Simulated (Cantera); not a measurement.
Thermodynamics of carbothermic reduction, feed Ta₂O₅ + CO

Feed: 1 mol Ta₂O₅, 20 mol CO, held at 0.00200 bar.

These are equilibrium values from Cantera (NASA tables, ideal gas, pure condensed phases), not measurements of a reactor. Candidate condensed phases: C, Ta, TaC, Ta₂O₅; 15 gas species. Mutual solubility and eutectic melting of coexisting phases are not modelled. TaC: taken at fixed stoichiometry. Condensed phases not in the tables: Ta₂C, N, O or C dissolved in the metal. Kinetics and transport are ignored.

```csv
T (°C),x CO,x CO₂,x TaO₂,x TaO,x O,n C(graphite),n Ta₂O₅(s),n TaC(s),n Ta(s)
702,0.998,0.00191,<1e-12,<1e-12,<1e-12,0.0382,1.00,0,0
802,1.000,0.000373,<1e-12,<1e-12,<1e-12,0,0.999,0.00213,0
902,1.000,0.000366,<1e-12,<1e-12,<1e-12,0,0.999,0.00209,0
1002,1.000,0.000361,<1e-12,<1e-12,<1e-12,0,0.999,0.00206,0
1102,1.000,0.000356,1.14e-11,<1e-12,<1e-12,0,0.999,0.00203,0
1202,1.000,0.000352,5.52e-10,1.05e-11,1.69e-12,0,0.999,0.00201,0
1302,1.000,0.000350,1.62e-8,5.55e-10,2.67e-11,0,0.999,0.00200,0
1402,1.000,0.000347,3.12e-7,1.80e-8,3.03e-10,0,0.999,0.00198,0
1502,1.000,0.000346,4.26e-6,3.92e-7,2.62e-9,0,0.999,0.00196,0
1602,1.000,0.000344,4.36e-5,6.09e-6,1.80e-8,0,0.999,0.00179,0
1702,0.999,0.000365,0.000338,6.49e-5,1.08e-7,0,0.996,0,0.000785
```
x: gas mole fraction; n: condensed amount in mol.

At 702 °C the condensed part is C(graphite) + Ta₂O₅(s). From 802 °C to 1602 °C the condensed part is TaC(s) + Ta₂O₅(s). At 1702 °C the condensed part is Ta(s) + Ta₂O₅(s).
